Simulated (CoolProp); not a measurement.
Aqueous potassium carbonate as a coolant, 37 % by mass, freezing at -30.7 °C, 1 atm.

The numbers come from the Melinder's fits for secondary coolants in CoolProp.

```csv
T (°C),cp (kJ/(kg K)),density (kg/m³),viscosity (mPa s),Prandtl number
-24.9,2.698,1397,18.3,101
-19.3,2.708,1396,13.8,75.5
-13.8,2.717,1394,10.8,58.1
-8.2,2.726,1392,8.60,45.6
-2.7,2.736,1390,___,36.7
2.9,2.746,1388,5.84,___
8.4,2.756,1385,4.95,25.2
14,2.767,1382,4.24,21.3
19.5,2.777,1379,3.70,18.4
25.1,2.788,1376,___,15.9
30.6,___,1373,2.88,14.0
36.1,2.809,1370,2.57,12.3
```

Problem. Some entries are withheld; supply them.

Solution. 
- -2.7, viscosity (mPa s): 7.03
- 2.9, Prandtl number: 30.1
- 25.1, viscosity (mPa s): 3.25
- 30.6, cp (kJ/(kg K)): 2.799
